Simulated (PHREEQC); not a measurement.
**Geothermal or formation water**

A made-up water analysis in mg/kgw, 40 °C, pH 7.83: Na 1470; K 938; Ca 105; Mg 115; Cl 3420; S(6) as SO4 196; Alkalinity as HCO3 37.9; B 1.38; Br 80.

Cl is adjusted to close the charge balance.
Valence states are taken as typed.

Computed with PHREEQC (Pitzer model, pitzer.dat).

The ionic strength is 0.112 mol/kgw. The specific conductance is 15000 µS/cm, the density is 0.997 g/cm³ and the osmotic coefficient comes out as 0.918.

| species | molality | activity | log γ |
|---|---|---|---|
| Cl- | 0.0969 | 0.0733 | -0.121 |
| Na+ | 0.0639 | 0.0495 | -0.111 |
| K+ | 0.0240 | 0.0183 | -0.118 |
| Mg+2 | 0.00473 | 0.00166 | -0.454 |
| Ca+2 | 0.00262 | 0.000871 | -0.478 |
| SO4-2 | 0.00204 | 0.000542 | -0.575 |
| Br- | 0.00100 | 0.000763 | -0.118 |
| HCO3- | 0.000591 | 0.000482 | -0.088 |
| B(OH)3 | 0.000121 | 0.000120 | -0.001 |
| CO2 | 1.36e-5 | 1.38e-5 | 0.007 |
| B(OH)4- | 6.63e-6 | 4.68e-6 | -0.152 |
| CO3-2 | 6.59e-6 | 1.91e-6 | -0.538 |
| MgCO3 | 3.35e-6 | 3.35e-6 | 0.000 |
| OH- | 2.69e-6 | 1.97e-6 | -0.134 |
| MgOH+ | 6.85e-7 | 6.05e-7 | -0.054 |
| MgB(OH)4+ | 2.58e-7 | 1.95e-7 | -0.123 |

No solid was allowed to form. Away from 25 °C the constants follow the database's enthalpies or fits; those with neither stay at their 25 °C values.
